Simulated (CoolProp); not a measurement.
Saturation properties of isohexane (Tc = 497.7 K, pc = 3043 kPa, ω = 0.280).

The numbers come from the reference Helmholtz-energy equation of state, Lemmon 2006 in CoolProp. It is a short technical equation, of lower accuracy than the large ones.

```json
[
 {"T (K)": "225.9", "p (kPa)": "0.4383", "liquid density (kg/m³)": "712.2", "vapour density (kg/m³)": "0.02013", "enthalpy of vaporisation (kJ/kg)": "392.7", "liquid cp (kJ/(kg K))": "1.926", "surface tension (mN/m)": "24.4"},
 {"T (K)": "228", "p (kPa)": "0.5174", "liquid density (kg/m³)": "710.4", "vapour density (kg/m³)": "0.02354", "enthalpy of vaporisation (kJ/kg)": "391.3", "liquid cp (kJ/(kg K))": "1.934", "surface tension (mN/m)": "24.2"},
 {"T (K)": "230", "p (kPa)": "0.6039", "liquid density (kg/m³)": "708.7", "vapour density (kg/m³)": "0.02724", "enthalpy of vaporisation (kJ/kg)": "390.1", "liquid cp (kJ/(kg K))": "1.941", "surface tension (mN/m)": "24.0"},
 {"T (K)": "232.1", "p (kPa)": "0.7080", "liquid density (kg/m³)": "706.9", "vapour density (kg/m³)": "0.03165", "enthalpy of vaporisation (kJ/kg)": "388.8", "liquid cp (kJ/(kg K))": "1.949", "surface tension (mN/m)": "23.7"},
 {"T (K)": "234.1", "p (kPa)": "0.8211", "liquid density (kg/m³)": "705.1", "vapour density (kg/m³)": "0.03641", "enthalpy of vaporisation (kJ/kg)": "387.5", "liquid cp (kJ/(kg K))": "1.957", "surface tension (mN/m)": "23.5"},
 {"T (K)": "236.1", "p (kPa)": "0.9496", "liquid density (kg/m³)": "703.4", "vapour density (kg/m³)": "0.04175", "enthalpy of vaporisation (kJ/kg)": "386.3", "liquid cp (kJ/(kg K))": "1.965", "surface tension (mN/m)": "23.3"},
 {"T (K)": "238.2", "p (kPa)": "1.103", "liquid density (kg/m³)": "701.6", "vapour density (kg/m³)": "0.04807", "enthalpy of vaporisation (kJ/kg)": "384.9", "liquid cp (kJ/(kg K))": "1.973", "surface tension (mN/m)": "23.1"},
 {"T (K)": "240.2", "p (kPa)": "1.268", "liquid density (kg/m³)": "699.9", "vapour density (kg/m³)": "0.05481", "enthalpy of vaporisation (kJ/kg)": "383.7", "liquid cp (kJ/(kg K))": "1.981", "surface tension (mN/m)": "22.9"},
 {"T (K)": "242.3", "p (kPa)": "1.463", "liquid density (kg/m³)": "698.1", "vapour density (kg/m³)": "0.06274", "enthalpy of vaporisation (kJ/kg)": "382.4", "liquid cp (kJ/(kg K))": "1.989", "surface tension (mN/m)": "22.7"},
 {"T (K)": "244.3", "p (kPa)": "1.673", "liquid density (kg/m³)": "696.3", "vapour density (kg/m³)": "0.07117", "enthalpy of vaporisation (kJ/kg)": "381.1", "liquid cp (kJ/(kg K))": "1.997", "surface tension (mN/m)": "22.4"},
 {"T (K)": "246.3", "p (kPa)": "1.908", "liquid density (kg/m³)": "694.6", "vapour density (kg/m³)": "0.08053", "enthalpy of vaporisation (kJ/kg)": "379.9", "liquid cp (kJ/(kg K))": "2.005", "surface tension (mN/m)": "22.2"},
 {"T (K)": "248.4", "p (kPa)": "2.185", "liquid density (kg/m³)": "692.8", "vapour density (kg/m³)": "0.09144", "enthalpy of vaporisation (kJ/kg)": "378.6", "liquid cp (kJ/(kg K))": "2.014", "surface tension (mN/m)": "22.0"},
 {"T (K)": "250.4", "p (kPa)": "2.479", "liquid density (kg/m³)": "691.0", "vapour density (kg/m³)": "0.1030", "enthalpy of vaporisation (kJ/kg)": "377.4", "liquid cp (kJ/(kg K))": "2.022", "surface tension (mN/m)": "21.8"},
 {"T (K)": "252.5", "p (kPa)": "2.824", "liquid density (kg/m³)": "689.2", "vapour density (kg/m³)": "0.1163", "enthalpy of vaporisation (kJ/kg)": "376.1", "liquid cp (kJ/(kg K))": "2.031", "surface tension (mN/m)": "21.6"}
]
```

It boils at 333.4 K under 1 atm.

Surface tension comes from a separate correlation (Mulero 2012).
